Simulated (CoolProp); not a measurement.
Vapour-liquid equilibrium of carbon dioxide (1) + CH2F2 (R32) (2) at 246.2 K; x and y are mole fractions of (1).

Computed with CoolProp (multi-fluid Helmholtz-energy mixture model, Span 1996 and Tillner-Roth 1997; pair parameters Bell 2016).

| x | bubble pressure, mixture model (kPa) | bubble pressure, Raoult's law (kPa) | y, mixture model | y, Raoult's law |
|---|---|---|---|---|
| 0.05 | 372.9 | 373.1 | 0.198 | 0.212 |
| 0.2 | 564.9 | 563.6 | 0.533 | 0.561 |
| 0.35 | 756.1 | 754.1 | 0.703 | 0.733 |
| 0.5 | 944.4 | 944.6 | 0.806 | 0.836 |
| 0.65 | 1130 | 1135 | 0.879 | 0.905 |
| 0.8 | 1318 | 1326 | 0.935 | 0.953 |
| 0.95 | 1512 | 1516 | 0.984 | 0.990 |

The largest gap from Raoult's law is -0.6 % in bubble pressure, at x = 0.8. No azeotrope shows between x = 0.05 and 0.95.

The pair parameters rest on a limited set of measurements; away from them the model extrapolates.
